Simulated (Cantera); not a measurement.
A freely propagating, adiabatic, planar premixed flame of 51.6 % H2, 10.7 % O2, 37.6 % N2, equivalence ratio 2.4, unburnt at 700 K and 1.40 bar; multicomponent+Soret transport, grid criteria slope 0.08 and curve 0.16, no radiation.

Computed with Cantera and the H2/O2 subset of GRI-Mech 3.0, which has no nitrogen chemistry. Burning velocities carry a grid error of a few per cent, more on coarse grids.

x: mole fraction of selected species; z is measured from the peak of heat release.

```json
[
 {"z (mm)": "-0.952", "T (K)": "700", "u (m/s)": "11.6", "x H2": "0.516", "x O2": "0.107", "x H2O": "<1e-8", "x O": "<1e-8", "x H": "<1e-8", "x H2O2": "<1e-8"},
 {"z (mm)": "-0.635", "T (K)": "700", "u (m/s)": "11.6", "x H2": "0.516", "x O2": "0.107", "x H2O": "<1e-8", "x O": "<1e-8", "x H": "<1e-8", "x H2O2": "<1e-8"},
 {"z (mm)": "-0.476", "T (K)": "700", "u (m/s)": "11.6", "x H2": "0.516", "x O2": "0.107", "x H2O": "<1e-8", "x O": "<1e-8", "x H": "<1e-8", "x H2O2": "<1e-8"},
 {"z (mm)": "-0.317", "T (K)": "700", "u (m/s)": "11.6", "x H2": "0.516", "x O2": "0.107", "x H2O": "5.67e-7", "x O": "1.45e-8", "x H": "9.54e-7", "x H2O2": "<1e-8"},
 {"z (mm)": "-0.159", "T (K)": "728", "u (m/s)": "12.0", "x H2": "0.508", "x O2": "0.108", "x H2O": "0.00161", "x O": "2.09e-5", "x H": "0.000672", "x H2O2": "2.65e-6"},
 {"z (mm)": "-0.0793", "T (K)": "917", "u (m/s)": "14.7", "x H2": "0.475", "x O2": "0.102", "x H2O": "0.0203", "x O": "0.000393", "x H": "0.0103", "x H2O2": "4.62e-6"},
 {"z (mm)": "0", "T (K)": "1291", "u (m/s)": "20.3", "x H2": "0.378", "x O2": "0.0618", "x H2O": "0.104", "x O": "0.00281", "x H": "0.0533", "x H2O2": "1.77e-6"},
 {"z (mm)": "0.0793", "T (K)": "1551", "u (m/s)": "24.2", "x H2": "0.294", "x O2": "0.0142", "x H2O": "0.196", "x O": "0.00238", "x H": "0.0892", "x H2O2": "7.99e-7"},
 {"z (mm)": "0.159", "T (K)": "1661", "u (m/s)": "25.8", "x H2": "0.279", "x O2": "0.00249", "x H2O": "0.220", "x O": "0.00122", "x H": "0.0911", "x H2O2": "4.71e-7"},
 {"z (mm)": "0.317", "T (K)": "1771", "u (m/s)": "27.4", "x H2": "0.285", "x O2": "0.000370", "x H2O": "0.226", "x O": "0.000850", "x H": "0.0793", "x H2O2": "3.06e-7"},
 {"z (mm)": "0.635", "T (K)": "1887", "u (m/s)": "28.9", "x H2": "0.296", "x O2": "0.000213", "x H2O": "0.228", "x O": "0.000627", "x H": "0.0633", "x H2O2": "1.82e-7"},
 {"z (mm)": "1.27", "T (K)": "1998", "u (m/s)": "30.4", "x H2": "0.307", "x O2": "0.000130", "x H2O": "0.231", "x O": "0.000397", "x H": "0.0471", "x H2O2": "9.81e-8"},
 {"z (mm)": "2.54", "T (K)": "2097", "u (m/s)": "31.6", "x H2": "0.316", "x O2": "?", "x H2O": "0.234", "x O": "?", "x H": "?", "x H2O2": "?"}
]
```

Q: Fill in the missing entries.

A: 
- 2.54, x O2: 6.74e-5
- 2.54, x O: 0.000210
- 2.54, x H: 0.0326
- 2.54, x H2O2: 4.93e-8
